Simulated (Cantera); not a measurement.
An isothermal, constant-pressure homogeneous reactor starts with H2 : O2 = 0.03 : 1 (molar parts), at 1100 K and 0.0180 bar.

Cantera simulation using GRI-Mech 3.0 (53 species, 325 reactions); the numbers are that mechanism's predictions, not measurements. Radical loss at walls, strong at low pressure, is not modelled.

x: mole fraction; the columns are a selection and need not sum to one.

```tsv
t (s)	x H2	x O2	x H2O	x H	x H2O2
1.00e-6	0.0291	0.971	<1e-12	4.40e-12	<1e-12
5.68e-6	0.0291	0.971	<1e-12	2.40e-11	<1e-12
3.23e-5	0.0291	0.971	3.92e-12	1.11e-10	<1e-12
0.000184	0.0291	0.971	4.02e-10	4.63e-10	<1e-12
0.00104	0.0291	0.971	9.79e-8	…	3.17e-12
0.00593	0.000941	0.951	0.0250	…	1.42e-7
0.0337	0.000123	0.963	0.0285	…	7.46e-8
0.192	9.17e-6	0.970	0.0294	…	5.00e-8
1.09	4.00e-7	0.970	0.0295	…	1.32e-8
6.19	2.81e-8	0.970	0.0295	…	2.08e-9
35.2	3.23e-9	0.970	0.0296	1.17e-10	3.22e-10
200	5.38e-10	0.970	0.0296	8.11e-12	6.09e-11
```

Q: Some entries are withheld; supply them.

A: 
- 0.00104, x H: 2.60e-8
- 0.00593, x H: 0.00439
- 0.0337, x H: 0.000700
- 0.192, x H: 1.45e-5
- 1.09, x H: 1.45e-7
- 6.19, x H: 2.90e-9
